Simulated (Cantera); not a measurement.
# Moist CO burnout

An isothermal, constant-pressure homogeneous reactor starts with CO : O₂ : H₂O : N₂ : CH₄ = 0.0011 : 0.065 : 0.00017 : 1 : 0.0026 (molar parts), equivalence ratio 0.088, at 1400 K and 500000 Pa.

Computed with Cantera and GRI-Mech 3.0 (53 species, 325 reactions).

```csv
t (s),x CO,x O₂,x H₂O,x H₂O₂,x CO₂
1.00e-5,0.00103,0.0608,0.000159,9.85e-12,2.52e-9
5.47e-5,0.00103,0.0608,0.000159,7.74e-11,1.69e-8
0.000299,0.00103,0.0608,0.000161,4.53e-10,2.06e-7
0.00164,0.00197,0.0563,0.00498,9.94e-8,0.00149
0.00894,7.43e-5,0.0555,0.00502,7.59e-9,0.00339
0.0489,8.76e-7,0.0555,0.00502,5.52e-10,0.00346
0.267,6.51e-9,0.0555,0.00502,2.96e-10,0.00346
1.46,6.49e-9,0.0555,0.00502,2.96e-10,0.00346
8.00,6.49e-9,0.0555,0.00502,2.96e-10,0.00346
```
x: mole fraction; the columns are a selection and need not sum to one.

Equilibrium at this temperature and pressure: CO 6.50e-9, O₂ 0.0553, H₂O 0.00502, H₂O₂ 2.95e-10, CO₂ 0.00346 (gas phase only).
